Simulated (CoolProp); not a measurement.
Dimethyl carbonate along the isobar 0.659 MPa: Z from the reference equation and from simpler models built on Tc = 283.9 °C, pc = 4.909 MPa, ω = 0.346; each cubic takes its own stable root.

Model: reference Helmholtz-energy equation of state, Zhou 2011, in CoolProp.

| T (°C) | phase | reference |
|---|---|---|
| 209.95 | gas | 0.9222 |
| 224.55 | gas | 0.9299 |
| 239.25 | gas | 0.9366 |
| 253.85 | gas | 0.9424 |
| 268.45 | gas | 0.9475 |
| 283.05 | gas | 0.9521 |
| 297.65 | gas | 0.9562 |
| 312.25 | gas | 0.9598 |
| 326.85 | gas | 0.9631 |

Problem. How far does each simpler model (van der Waals, Redlich-Kwong, Soave-Redlich-Kwong, Peng-Robinson) lie from the reference over these 9 states: mean and median of the absolute difference, and the worst?

Solution. 
- van der Waals: mean 1.0 %, median 0.9 %, worst +2.0 % at 209.95 °C and 0.659 MPa
- Redlich-Kwong: mean 0.2 %, median 0.1 %, worst +0.6 % at 209.95 °C and 0.659 MPa
- Soave-Redlich-Kwong: mean 0.1 %, median 0.1 %, worst +0.1 % at 326.85 °C and 0.659 MPa
- Peng-Robinson: mean 0.5 %, median 0.5 %, worst -0.7 % at 209.95 °C and 0.659 MPa
